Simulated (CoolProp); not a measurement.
Values from CoolProp's reference Helmholtz-energy equation of state, Thol 2016.

Question: For hexamethyldisiloxane (MM), give the phase and the Z, cp (kJ/(kg K)) at 620 K and 0.724 MPa; 620 K and 1.81 MPa.

Answer: 
- 620 K and 0.724 MPa: gas; Z 0.929, cp 2.30
- 620 K and 1.81 MPa: gas; Z 0.823, cp 2.38
